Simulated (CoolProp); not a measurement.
Properties of tetrahydrofuran along the isobar 1.16 MPa.

Values from CoolProp's reference Helmholtz-energy equation of state, Fiedler 2023.

```
T (°C)   phase  density (kg/m³)
------  ------  ---------------
-28.15  liquid            939.9
-9.15   liquid            919.7
9.95    liquid            899.3
29.05   liquid            878.5
48.15   liquid            857.3
67.25   liquid            835.5
86.35   liquid                ?
105.35  liquid                ?
124.45  liquid                ?
143.55  liquid            738.7
162.65  liquid            710.2
181.75     gas                ?
200.85     gas            24.30
219.85     gas            22.92
238.95     gas                ?
```

### Question
What belongs in the gaps?

### Answer

- 86.35, density (kg/m³): 813.0
- 105.35, density (kg/m³): 789.7
- 124.45, density (kg/m³): 765.0
- 181.75, density (kg/m³): 25.94
- 238.95, density (kg/m³): 21.72
